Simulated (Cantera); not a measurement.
An isothermal, constant-pressure homogeneous reactor starts with CO : O2 : H2O : N2 = 0.022 : 0.002 : 0.013 : 1 (molar parts), equivalence ratio 5.5, at 1298 K and 1.01 bar. Integrator tolerance rtol = 1e-08.

Detailed kinetics in Cantera: GRI-Mech 3.0 (53 species, 325 reactions).

Q: What does this change do: pressure from 1.01 bar to 8.80 bar?

A: 
```
quantity                                            before                                    after
-----------------  ---------------------------------------  ---------------------------------------
x(CO) at 3.00 s      0.0120 (gas-phase equilibrium 0.0120)    0.0131 (gas-phase equilibrium 0.0120)
x(O2) at 3.00 s    3.66e-12 (gas-phase equilibrium <1e-12)    <1e-12 (gas-phase equilibrium <1e-12)
x(H2O) at 3.00 s   0.00720 (gas-phase equilibrium 0.00720)  0.00822 (gas-phase equilibrium 0.00720)
x(H2) at 3.00 s    0.00536 (gas-phase equilibrium 0.00536)  0.00434 (gas-phase equilibrium 0.00536)
x(H2O2) at 3.00 s    <1e-12 (gas-phase equilibrium <1e-12)    <1e-12 (gas-phase equilibrium <1e-12)
```

Q: What does this change do: temperature 1298 to 900 K?

A: 
```json
[
 {"quantity": "x(CO) at 3.00 s", "before": "0.0120 (gas-phase equilibrium 0.0120)", "after": "0.0210 (gas-phase equilibrium 0.00932)"},
 {"quantity": "x(O2) at 3.00 s", "before": "3.66e-12 (gas-phase equilibrium <1e-12)", "after": "0.00183 (gas-phase equilibrium <1e-12)"},
 {"quantity": "x(H2O) at 3.00 s", "before": "0.00720 (gas-phase equilibrium 0.00720)", "after": "0.0125 (gas-phase equilibrium 0.00449)"},
 {"quantity": "x(H2) at 3.00 s", "before": "0.00536 (gas-phase equilibrium 0.00536)", "after": "9.95e-6 (gas-phase equilibrium 0.00807)"},
 {"quantity": "x(H2O2) at 3.00 s", "before": "<1e-12 (gas-phase equilibrium <1e-12)", "after": "1.53e-7 (gas-phase equilibrium <1e-12)"}
]
```
